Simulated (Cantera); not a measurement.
A Cantera script and what it prints.

```python
import numpy as np
import cantera as ct

gas_names = """
    Mg MgN MgO Mg2 N NO NO2 NO3 N2 N2O O O2 O3
""".split()
cond_names = """
    Mg(cr) Mg(L) MgO(s) MgO(L)
""".split()


def load(file, names, dense=False):
    # The tables refer to 1 bar. Condensed volumes are neglected.
    table = {s.name: s for s in ct.Species.list_from_file(file)}
    out = []
    for n in names:
        d = dict(table[n].input_data)
        d["thermo"] = dict(d["thermo"], **{"reference-pressure": 1e5})
        if dense:
            d["equation-of-state"] = {"model": "constant-volume", "density": "1e6 g/cm^3"}
        out.append(ct.Species.from_dict(d))
    return out


gas = ct.Solution(thermo="ideal-gas", species=load("nasa_gas.yaml", gas_names))
cond = {s.name: ct.Solution(thermo="fixed-stoichiometry", species=[s], name=s.name)
        for s in load("nasa_condensed.yaml", cond_names, dense=True)}
atoms = {
    'MgO': {'Mg': 1, 'O': 1},
    'N2': {'N': 2},
}
top_T = {}  # K; cautious upper limits of use, not melting points


def equilibrate(T, P, feed):
    n = {}
    for name, mol in feed.items():
        for a, k in atoms[name].items():
            n[a] = n.get(a, 0.0) + k * mol
    gas.TPX = T, P, n
    mass = sum(n.values()) * gas.mean_molecular_weight
    gas.equilibrate("TP")
    valid = [c for c in cond.values() if c.min_temp <= T <= top_T.get(c.name, c.max_temp)]
    mix = ct.Mixture([(gas, mass / gas.mean_molecular_weight)] + [(c, 0.0) for c in valid])
    mix.T, mix.P = T, P
    mix.equilibrate("TP", solver="vcs", rtol=1e-11, max_steps=5000)
    return mix


results = []
feed = {'MgO': 1, 'N2': 6.3}  # mol
P = 32000  # Pa
for T in [2573, 2623, 2673, 2723, 2773, 2823, 2873]:
    mix = equilibrate(T, P, feed)
    results.append((T, P, feed, dict(zip(mix.species_names, mix.species_moles))))
    x = sorted(zip(gas.X, gas.species_names), reverse=True)
    print(f"T = {T:g} K  P = {P:g} Pa  gas = {mix.phase_moles(0):.4g} mol")
    print("   x: " + "  ".join(f"{s} {v:.3e}" for v, s in x if v > 1e-05))
    print("   condensed (mol): " + ("  ".join(f"{mix.phase(i).name} {mix.phase_moles(i):.4g}"
          for i in range(1, mix.n_phases) if mix.phase_moles(i) > 1e-12) or "none"))
```

Output:

```
T = 2573 K  P = 32000 Pa  gas = 6.39 mol
   x: N2 9.845e-01  Mg 8.558e-03  NO 2.862e-03  O2 2.030e-03  O 1.637e-03  MgO 3.940e-04
   condensed (mol): MgO(s) 0.9428
T = 2623 K  P = 32000 Pa  gas = 6.437 mol
   x: N2 9.767e-01  Mg 1.289e-02  NO 3.887e-03  O2 3.209e-03  O 2.587e-03  MgO 7.008e-04
   condensed (mol): MgO(s) 0.9125
T = 2673 K  P = 32000 Pa  gas = 6.508 mol
   x: N2 9.655e-01  Mg 1.914e-02  NO 5.200e-03  O2 4.968e-03  O 4.010e-03  MgO 1.219e-03
   condensed (mol): MgO(s) 0.8675
T = 2723 K  P = 32000 Pa  gas = 6.612 mol
   x: N2 9.494e-01  Mg 2.805e-02  O2 7.545e-03  NO 6.852e-03  O 6.107e-03  MgO 2.077e-03
   condensed (mol): MgO(s) 0.8008
T = 2773 K  P = 32000 Pa  gas = 6.766 mol
   x: N2 9.267e-01  Mg 4.055e-02  O2 1.126e-02  O 9.149e-03  NO 8.891e-03  MgO 3.468e-03
   condensed (mol): MgO(s) 0.7021
T = 2823 K  P = 32000 Pa  gas = 6.994 mol
   x: N2 8.950e-01  Mg 5.789e-02  O2 1.652e-02  O 1.350e-02  NO 1.135e-02  MgO 5.684e-03
   condensed (mol): MgO(s) 0.5553
T = 2873 K  P = 32000 Pa  gas = 7.338 mol
   x: N2 8.514e-01  Mg 8.164e-02  O2 2.389e-02  O 1.963e-02  NO 1.424e-02  MgO 9.150e-03
   condensed (mol): MgO(s) 0.3337
```

These are equilibrium values from Cantera (NASA tables, ideal gas, pure condensed phases), not measurements of a reactor.
